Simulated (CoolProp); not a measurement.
Saturation properties of carbon dioxide.

Computed with CoolProp (reference Helmholtz-energy equation of state, Span 1996).

```json
[
 {"T (K)": "222.4", "p (MPa)": "0.6618", "vapour density (kg/m³)": "17.40", "enthalpy of vaporisation (kJ/kg)": "341.0", "surface tension (mN/m)": "15.1", "vapour viscosity (µPa s)": "11.2", "liquid conductivity (mW/(m K))": "170"},
 {"T (K)": "227.5", "p (MPa)": "0.8111", "vapour density (kg/m³)": "21.19", "enthalpy of vaporisation (kJ/kg)": "332.4", "surface tension (mN/m)": "14.0", "vapour viscosity (µPa s)": "11.4", "liquid conductivity (mW/(m K))": "164"},
 {"T (K)": "232.6", "p (MPa)": "0.9843", "vapour density (kg/m³)": "25.60", "enthalpy of vaporisation (kJ/kg)": "323.4", "surface tension (mN/m)": "12.8", "vapour viscosity (µPa s)": "11.7", "liquid conductivity (mW/(m K))": "157"},
 {"T (K)": "237.7", "p (MPa)": "1.184", "vapour density (kg/m³)": "30.73", "enthalpy of vaporisation (kJ/kg)": "314.0", "surface tension (mN/m)": "11.7", "vapour viscosity (µPa s)": "12.0", "liquid conductivity (mW/(m K))": "151"},
 {"T (K)": "242.8", "p (MPa)": "1.411", "vapour density (kg/m³)": "36.66", "enthalpy of vaporisation (kJ/kg)": "304.2", "surface tension (mN/m)": "10.6", "vapour viscosity (µPa s)": "12.3", "liquid conductivity (mW/(m K))": "145"},
 {"T (K)": "247.9", "p (MPa)": "1.669", "vapour density (kg/m³)": "43.52", "enthalpy of vaporisation (kJ/kg)": "293.8", "surface tension (mN/m)": "9.47", "vapour viscosity (µPa s)": "12.6", "liquid conductivity (mW/(m K))": "139"},
 {"T (K)": "253", "p (MPa)": "1.961", "vapour density (kg/m³)": "51.45", "enthalpy of vaporisation (kJ/kg)": "282.8", "surface tension (mN/m)": "8.40", "vapour viscosity (µPa s)": "12.9", "liquid conductivity (mW/(m K))": "133"},
 {"T (K)": "258.1", "p (MPa)": "2.287", "vapour density (kg/m³)": "60.63", "enthalpy of vaporisation (kJ/kg)": "271.1", "surface tension (mN/m)": "7.37", "vapour viscosity (µPa s)": "13.3", "liquid conductivity (mW/(m K))": "127"},
 {"T (K)": "263.2", "p (MPa)": "2.652", "vapour density (kg/m³)": "71.30", "enthalpy of vaporisation (kJ/kg)": "258.5", "surface tension (mN/m)": "6.36", "vapour viscosity (µPa s)": "13.7", "liquid conductivity (mW/(m K))": "121"},
 {"T (K)": "268.3", "p (MPa)": "3.058", "vapour density (kg/m³)": "83.75", "enthalpy of vaporisation (kJ/kg)": "244.9", "surface tension (mN/m)": "5.38", "vapour viscosity (µPa s)": "14.1", "liquid conductivity (mW/(m K))": "115"},
 {"T (K)": "273.4", "p (MPa)": "3.508", "vapour density (kg/m³)": "98.43", "enthalpy of vaporisation (kJ/kg)": "230.1", "surface tension (mN/m)": "4.44", "vapour viscosity (µPa s)": "14.6", "liquid conductivity (mW/(m K))": "109"},
 {"T (K)": "278.5", "p (MPa)": "4.005", "vapour density (kg/m³)": "115.9", "enthalpy of vaporisation (kJ/kg)": "213.8", "surface tension (mN/m)": "3.53", "vapour viscosity (µPa s)": "15.2", "liquid conductivity (mW/(m K))": "103"},
 {"T (K)": "283.6", "p (MPa)": "4.553", "vapour density (kg/m³)": "137.2", "enthalpy of vaporisation (kJ/kg)": "195.4", "surface tension (mN/m)": "2.68", "vapour viscosity (µPa s)": "15.9", "liquid conductivity (mW/(m K))": "96.6"},
 {"T (K)": "288.7", "p (MPa)": "5.155", "vapour density (kg/m³)": "164.0", "enthalpy of vaporisation (kJ/kg)": "174.2", "surface tension (mN/m)": "1.87", "vapour viscosity (µPa s)": "16.8", "liquid conductivity (mW/(m K))": "90.5"},
 {"T (K)": "293.8", "p (MPa)": "5.817", "vapour density (kg/m³)": "199.4", "enthalpy of vaporisation (kJ/kg)": "148.4", "surface tension (mN/m)": "1.13", "vapour viscosity (µPa s)": "18.0", "liquid conductivity (mW/(m K))": "84.5"}
]
```

Viscosity comes from a separate model (Laesecke 2017). Thermal conductivity comes from a separate model (Huber 2016). Surface tension comes from a separate correlation (Mulero 2012).
